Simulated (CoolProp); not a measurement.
R507A along the isobar 0.101 MPa: density (kg/m³) from the reference equation and from simpler models built on Tc = 70.6 °C, pc = 3.705 MPa, ω = 0.286; each cubic takes its own stable root.

Values from CoolProp's reference Helmholtz-energy equation of state, Lemmon 2003. It is a pseudo-pure fit of the blend.

```json
[
 {"T (°C)": "-59.85", "phase": "liquid", "reference": "1357", "van der Waals": "5.774", "Redlich-Kwong": "5.839", "Soave-Redlich-Kwong": "1186", "Peng-Robinson": "1340"},
 {"T (°C)": "-32.75", "phase": "gas", "reference": "5.189", "van der Waals": "5.092", "Redlich-Kwong": "___", "Soave-Redlich-Kwong": "5.144", "Peng-Robinson": "5.151"},
 {"T (°C)": "-23.65", "phase": "gas", "reference": "4.973", "van der Waals": "4.899", "Redlich-Kwong": "4.927", "Soave-Redlich-Kwong": "4.941", "Peng-Robinson": "4.948"},
 {"T (°C)": "-14.65", "phase": "gas", "reference": "___", "van der Waals": "___", "Redlich-Kwong": "4.745", "Soave-Redlich-Kwong": "4.756", "Peng-Robinson": "4.763"},
 {"T (°C)": "-5.55", "phase": "gas", "reference": "4.601", "van der Waals": "4.555", "Redlich-Kwong": "4.575", "Soave-Redlich-Kwong": "4.584", "Peng-Robinson": "4.590"},
 {"T (°C)": "3.45", "phase": "gas", "reference": "4.438", "van der Waals": "4.402", "Redlich-Kwong": "4.418", "Soave-Redlich-Kwong": "4.425", "Peng-Robinson": "4.431"},
 {"T (°C)": "12.45", "phase": "gas", "reference": "4.288", "van der Waals": "4.259", "Redlich-Kwong": "4.273", "Soave-Redlich-Kwong": "4.278", "Peng-Robinson": "4.283"}
]
```

Q: Fill in the missing entries.

A: 
- -32.75, Redlich-Kwong: 5.127
- -14.65, reference: 4.780
- -14.65, van der Waals: 4.721

At some of these states van der Waals, Redlich-Kwong gives the other phase, because its saturation line lies elsewhere.
